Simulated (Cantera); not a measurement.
An isothermal plug-flow reactor at 525 K and 750 Torr (inlet), inlet velocity 4 m/s, active area per volume 2700 1/m; feed H2 : O2 : N2 = 0.0021 : 0.012 : 0.79 (molar parts).

Detailed kinetics in Cantera: Deutschmann's 1995 Pt surface mechanism with GRI-Mech 3.0 gas chemistry. Catalytic surfaces can have several steady states; this one follows from the mechanism file's or the stated starting coverage. Mass transfer to the wall is taken as infinitely fast.

Task: What does this change do: area per volume 2700 to 1600 1/m?

Result: 
```csv
quantity,before,after
x(H2) at z = 0.026 m,1.84e-5,3.11e-5
x(O2) at z = 0.026 m,0.0136,0.0137
x(H2O) at z = 0.026 m,0.00260,0.00258
θ(free Pt) at the exit,0.00207,0.00346
θ(O*) at the exit,0.996,0.994
θ(OH*) at the exit,0.00217,0.00280
```
